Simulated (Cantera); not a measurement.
Input: 1 mol Cu, 5.3 mol F2, a varied amount of N2, equilibrated at 650 K and 0.0133 bar.

Equilibrium computed with Cantera from the NASA thermochemical tables; the gas is ideal and each condensed phase is pure. Candidate condensed phases: Cu, CuF2; 11 gas species. Kinetics and transport are ignored.

x: gas mole fraction; n: condensed amount in mol.

```csv
n(N2) (mol),x F2,x NF3,x F,x N2,x NF2,n CuF2(s)
0.18,0.909,0.0872,0.00406,1.55e-5,1.83e-9,1.00
0.26,0.868,0.128,0.00396,3.85e-5,2.76e-9,1.00
0.34,0.825,0.171,0.00387,7.98e-5,3.78e-9,1.00
0.42,0.780,…,0.00376,…,…,1.00
0.5,0.734,0.262,0.00365,0.000265,6.13e-9,1.00
0.58,0.686,0.310,0.00353,0.000455,7.50e-9,1.00
0.66,0.636,…,0.00339,…,…,1.00
0.74,0.584,0.411,0.00325,0.00130,1.08e-8,1.00
0.82,0.531,0.464,0.00310,0.00220,1.28e-8,1.00
```

### Question
Fill in the missing entries.

### Answer

- 0.42, x NF3: 0.216
- 0.42, x N2: 0.000150
- 0.42, x NF2: 4.89e-9
- 0.66, x NF3: 0.360
- 0.66, x N2: 0.000769
- 0.66, x NF2: 9.04e-9
